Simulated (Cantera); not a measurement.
A Cantera script and what it prints.

```python
import numpy as np
import cantera as ct

gas_names = """
    H2 HF
""".split()
cond_names = """
    KHF2(a) KHF2(b) KHF2(L) K(cr) K(L)
""".split()


def load(file, names, dense=False):
    # The tables refer to 1 bar. Condensed volumes are neglected.
    table = {s.name: s for s in ct.Species.list_from_file(file)}
    out = []
    for n in names:
        d = dict(table[n].input_data)
        d["thermo"] = dict(d["thermo"], **{"reference-pressure": 1e5})
        if dense:
            d["equation-of-state"] = {"model": "constant-volume", "density": "1e6 g/cm^3"}
        out.append(ct.Species.from_dict(d))
    return out


species = {s.name: s for s in load("nasa_gas.yaml", gas_names) + load("nasa_condensed.yaml", cond_names)}
# Each term lists the table entries of one substance; the one whose range holds T is used.
reactions = {
    '2 KHF2 + H2(g) = 2 K + 4 HF(g)':
        [(-2, ['KHF2(a)', 'KHF2(b)', 'KHF2(L)']), (-1, ['H2']), (2, ['K(cr)', 'K(L)']), (4, ['HF'])],
}


def pick(names, T):
    return next(species[n] for n in names if species[n].thermo.min_temp <= T <= species[n].thermo.max_temp)


results = []
for label, terms in reactions.items():
    print(label)
    print("     T/K   dH/kJ  dS/(J/K)   dG/kJ   log10 K")
    for T in [798, 898, 998, 1098, 1198, 1298, 1398]:
        used = [(nu, pick(names, T)) for nu, names in terms]
        dH = sum(nu * s.thermo.h(T) for nu, s in used) / 1e6
        dS = sum(nu * s.thermo.s(T) for nu, s in used) / 1e3
        dG = dH - T * dS / 1e3
        logK = -dG * 1e6 / (ct.gas_constant * T * np.log(10))
        results.append((label, T, dH, dS, dG, logK, [s.name for _, s in used]))
        print(f"{T:8g} {dH:8.1f} {dS:8.1f} {dG:8.1f} {logK:8.2f}")
```

It prints:

```
2 KHF2 + H2(g) = 2 K + 4 HF(g)
     T/K   dH/kJ  dS/(J/K)   dG/kJ   log10 K
     798    718.3    385.6    410.6   -26.87
     898    712.3    378.5    372.4   -21.66
     998    706.4    372.3    334.8   -17.52
    1098    700.8    367.0    297.9   -14.17
    1198    695.6    362.4    261.4   -11.40
    1298    690.8    358.5    225.4    -9.07
    1398    686.4    355.3    189.7    -7.09
```

Standard-state values (1 bar) from the NASA 1993 polynomials, evaluated with Cantera. Condensed species are held in their standard states even where they would react or evaporate.
